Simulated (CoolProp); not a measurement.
Vapour-liquid equilibrium of n-pentane (1) + benzene (2) at 3.9 bar; x and y are mole fractions of (1).

Model: multi-fluid Helmholtz-energy mixture model, Thol 2019 and Thol 2012; pair parameters Bell 2016, in CoolProp.

Give the bubble temperature and the first vapour's composition at x = 0.05, 0.2, 0.5. Is there an azeotrope?

x = 0.05: 125.0 °C, y = 0.165; x = 0.2: 111.4 °C, y = 0.469; x = 0.5: 96.5 °C, y = 0.744. No azeotrope shows between x = 0.05 and 0.95.

The pair parameters rest on a limited set of measurements; away from them the model extrapolates.
